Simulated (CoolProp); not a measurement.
Model: reference Helmholtz-energy equation of state, Setzmann 1991, in CoolProp.

Task: For methane, give the phase and the cp (kJ/(kg K)) at -9.15 °C and 66.5 bar; 71.45 °C and 66.5 bar; 125.25 °C and 66.5 bar.

Result: 
- -9.15 °C and 66.5 bar: supercritical; cp 2.97
- 71.45 °C and 66.5 bar: supercritical; cp 2.65
- 125.25 °C and 66.5 bar: supercritical; cp 2.72
